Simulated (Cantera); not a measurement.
A closed system holds: 1 mol Si, 1.8 mol CO2, 200 mol H2, at 1600 K and 0.660 bar.

These are equilibrium values from Cantera (NASA tables, ideal gas, pure condensed phases), not measurements of a reactor. The tables hold silica as quartz up to 1696 K and as liquid above; real silica turns to tridymite and cristobalite and melts near 1996 K. Equilibrium is a limit: real reactors are often held back by kinetics, nucleation or transport.

| species | before | after |
|---|---|---|
| H2 | 0.990 | 0.981 |
| CO | 0.00879 | 0.00886 |
| SiO | 0.000907 | 0.00487 |
| H2O | 4.25e-5 | 0.00387 |
| CH4 | 0.000125 | <1e-9 |
| CO2 | 1.25e-7 | 1.16e-5 |
| H | 6.66e-5 | 0.00147 |
| SiO2(β-quartz), mol | 0.817 | 0.0113 |
Gas species are given as mole fractions.

Task: Name the change that produced these shifts.
(A) CO2 from 1.8 to 0.028 mol
(B) CO2 from 1.8 to 2.2 mol
(C) pressure from 0.660 bar to 1.33 mbar
(D) CO2 from 1.8 to 0.074 mol

Result: C, pressure from 0.660 bar to 1.33 mbar
